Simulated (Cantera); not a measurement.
Mixture: CH₄ : CO : O₂ : N₂ : H₂O = 1 : 0.082 : 3.19 : 9.89 : 4.1 (molar parts), equivalence ratio 0.64, at 4.30 bar, adiabatic and at constant volume. Ignition delay is the time to a rise of 400 K.

Model: GRI-Mech 3.0 (53 species, 325 reactions), integrated in Cantera.

What does this change do: pressure from 4.30 bar to 2.30 bar?


| quantity | before | after |
|---|---|---|
| delay at 1000 K | 0.208 s | 0.395 s |
| delay at 1075 K | 58.2 ms | 0.114 s |
| delay at 1150 K | 19.6 ms | 38.7 ms |
| delay at 1225 K | 7.55 ms | 14.6 ms |
| delay at 1300 K | 3.16 ms | 5.91 ms |
| delay at 1375 K | 1.40 ms | 2.50 ms |
| apparent activation energy between 1225 and 1375 K | 160 kJ/mol | 160 kJ/mol |

What does this change do: pressure from 4.30 bar to 1.70 bar?


```
quantity                                                before       after
--------------------------------------------------  ----------  ----------
delay at 1000 K                                        0.208 s     0.545 s
delay at 1075 K                                        58.2 ms     0.159 s
delay at 1150 K                                        19.6 ms     53.6 ms
delay at 1225 K                                        7.55 ms     19.9 ms
delay at 1300 K                                        3.16 ms     7.87 ms
delay at 1375 K                                        1.40 ms     3.26 ms
apparent activation energy between 1225 and 1375 K  160 kJ/mol  170 kJ/mol
```

What does this change do: H2O 4.1 to 1.4 parts?


```csv
quantity,before,after
delay at 1000 K,0.208 s,0.186 s
delay at 1075 K,58.2 ms,52.0 ms
delay at 1150 K,19.6 ms,17.3 ms
delay at 1225 K,7.55 ms,6.43 ms
delay at 1300 K,3.16 ms,2.59 ms
delay at 1375 K,1.40 ms,1.11 ms
apparent activation energy between 1225 and 1375 K,160 kJ/mol,160 kJ/mol
```
